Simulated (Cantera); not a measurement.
A Cantera script and what it prints.

```python
import numpy as np
import cantera as ct

gas_names = """
    C CH CH2 CH3 CH2OH CH3O CH4 CH3OH CO CO2 COOH C2 C2H CHCO,ketyl C2H2,acetylene C2H2,vinylidene
    CH2CO,ketene C2H3,vinyl CH3CO,acetyl C2H4 C2H4O,ethylen CH3CHO,ethanal CH3COOH (HCOOH)2 C2H5 C2H6
    CH3OCH3 C2H5OH C2O C3 C3H3,propargyl C3H4,allene C3H4,propyne C3H4,cyclo- C3H5,allyl C3H6,propylene
    C3H6,cyclo- C3H6O C3H7,n-propyl C3H7,i-propyl C3H8 C3H8O,1propanol C3H8O,2propanol C3O2 C4 C4H2
    C4H4,1,3-cyclo- C4H6,butadiene C4H6,2-butyne C4H6,cyclo- C4H8,1-butene C4H8,cis2-buten
    C4H8,tr2-butene C4H8,isobutene C4H8,cyclo- (CH3COOH)2 C4H9,n-butyl C4H9,i-butyl C4H9,s-butyl
    C4H9,t-butyl C4H10,isobutane C4H10,n-butane C5 C5H6,1,3cyclo- C5H8,cyclo- C5H10,1-pentene
    C5H10,cyclo- C5H11,pentyl C5H11,t-pentyl C5H12,n-pentane C5H12,i-pentane CH3C(CH3)2CH3 C6H2
    C6H5,phenyl C6H5O,phenoxy C6H6 C6H5OH,phenol C6H10,cyclo- C6H12,1-hexene C6H12,cyclo- C6H13,n-hexyl
    C7H7,benzyl C7H8 C7H8O,cresol C7H14,1-heptene C7H15,n-heptyl C7H16,n-heptane C8H8,styrene
    C8H10,ethylbenz C8H16,1-octene C8H17,n-octyl C8H18,isooctane C8H18,n-octane C9H19,n-nonyl
    C10H8,naphthale C10H21,n-decyl C12H9,o-bipheny C12H10,bipheny H HCO HO2 H2 HCHO,formaldehy HCOOH H2O
    H2O2 O OH O2 O3
""".split()
cond_names = """
    C(gr) C6H6(L) C7H8(L) C8H18(L),n-octa H2O(s) H2O(L)
""".split()


def load(file, names, dense=False):
    # The tables refer to 1 bar. Condensed volumes are neglected.
    table = {s.name: s for s in ct.Species.list_from_file(file)}
    out = []
    for n in names:
        d = dict(table[n].input_data)
        d["thermo"] = dict(d["thermo"], **{"reference-pressure": 1e5})
        if dense:
            d["equation-of-state"] = {"model": "constant-volume", "density": "1e6 g/cm^3"}
        out.append(ct.Species.from_dict(d))
    return out


gas = ct.Solution(thermo="ideal-gas", species=load("nasa_gas.yaml", gas_names))
cond = {s.name: ct.Solution(thermo="fixed-stoichiometry", species=[s], name=s.name)
        for s in load("nasa_condensed.yaml", cond_names, dense=True)}
atoms = {
    'toluene': {'C': 7, 'H': 8},
    'CO2': {'C': 1, 'O': 2},
    'H2': {'H': 2},
}
top_T = {'C(gr)': 4500}  # K; cautious upper limits of use, not melting points


def equilibrate(T, P, feed):
    n = {}
    for name, mol in feed.items():
        for a, k in atoms[name].items():
            n[a] = n.get(a, 0.0) + k * mol
    gas.TPX = T, P, n
    mass = sum(n.values()) * gas.mean_molecular_weight
    gas.equilibrate("TP")
    valid = [c for c in cond.values() if c.min_temp <= T <= top_T.get(c.name, c.max_temp)]
    mix = ct.Mixture([(gas, mass / gas.mean_molecular_weight)] + [(c, 0.0) for c in valid])
    mix.T, mix.P = T, P
    mix.equilibrate("TP", solver="vcs", rtol=1e-11, max_steps=5000)
    return mix


results = []
feed = {'toluene': 1, 'CO2': 0.1, 'H2': 20}  # mol
P = 1333.22  # Pa
for T in [575, 775, 975, 1175, 1375, 1575, 1775, 1975, 2175, 2375, 2575, 2775, 2975]:
    mix = equilibrate(T, P, feed)
    results.append((T, P, feed, dict(zip(mix.species_names, mix.species_moles))))
    x = sorted(zip(gas.X, gas.species_names), reverse=True)
    print(f"T = {T:g} K  P = {P:g} Pa  gas = {mix.phase_moles(0):.4g} mol")
    print("   x: " + "  ".join(f"{s} {v:.3e}" for v, s in x if v > 0.001))
    print("   condensed (mol): " + ("  ".join(f"{mix.phase(i).name} {mix.phase_moles(i):.4g}"
          for i in range(1, mix.n_phases) if mix.phase_moles(i) > 1e-12) or "none"))
```

Result:

```
T = 575 K  P = 1333.22 Pa  gas = 16.9 mol
   x: H2 5.681e-01  CH4 4.201e-01  H2O 1.180e-02
   condensed (mol): none
T = 775 K  P = 1333.22 Pa  gas = 23.53 mol
   x: H2 9.661e-01  CH4 2.545e-02  CO 5.269e-03  H2O 3.064e-03
   condensed (mol): C(gr) 6.375
T = 975 K  P = 1333.22 Pa  gas = 24.16 mol
   x: H2 9.901e-01  CO 8.212e-03  CH4 1.642e-03
   condensed (mol): C(gr) 6.862
T = 1175 K  P = 1333.22 Pa  gas = 24.19 mol
   x: H2 9.915e-01  CO 8.263e-03
   condensed (mol): C(gr) 6.894
T = 1375 K  P = 1333.22 Pa  gas = 24.2 mol
   x: H2 9.916e-01  CO 8.264e-03
   condensed (mol): C(gr) 6.898
T = 1575 K  P = 1333.22 Pa  gas = 24.2 mol
   x: H2 9.913e-01  CO 8.263e-03
   condensed (mol): C(gr) 6.898
T = 1775 K  P = 1333.22 Pa  gas = 24.23 mol
   x: H2 9.891e-01  CO 8.254e-03  H 2.493e-03
   condensed (mol): C(gr) 6.893
T = 1975 K  P = 1333.22 Pa  gas = 24.34 mol
   x: H2 9.794e-01  H 1.173e-02  CO 8.216e-03
   condensed (mol): C(gr) 6.869
T = 2175 K  P = 1333.22 Pa  gas = 24.71 mol
   x: H2 9.486e-01  H 4.118e-02  CO 8.094e-03  C2H2,acetylene 2.117e-03
   condensed (mol): C(gr) 6.795
T = 2375 K  P = 1333.22 Pa  gas = 25.66 mol
   x: H2 8.726e-01  H 1.141e-01  CO 7.793e-03  C2H2,acetylene 5.419e-03
   condensed (mol): C(gr) 6.618
T = 2575 K  P = 1333.22 Pa  gas = 27.76 mol
   x: H2 7.260e-01  H 2.556e-01  C2H2,acetylene 1.067e-02  CO 7.206e-03
   condensed (mol): C(gr) 6.271
T = 2775 K  P = 1333.22 Pa  gas = 31.63 mol
   x: H2 5.104e-01  H 4.633e-01  C2H2,acetylene 1.565e-02  CO 6.324e-03  C3 1.736e-03  C2H 1.719e-03
   condensed (mol): C(gr) 5.582
T = 2975 K  P = 1333.22 Pa  gas = 37.86 mol
   x: H 6.691e-01  H2 2.795e-01  C3 1.788e-02  C2H2,acetylene 1.616e-02  C2H 6.412e-03  CO 5.282e-03  C 2.991e-03  C2 1.808e-03
   condensed (mol): C(gr) 2.774
```

Cantera equilibrium calculation (NASA polynomials, part measured and part estimated; ideal gas, pure solids and liquids).
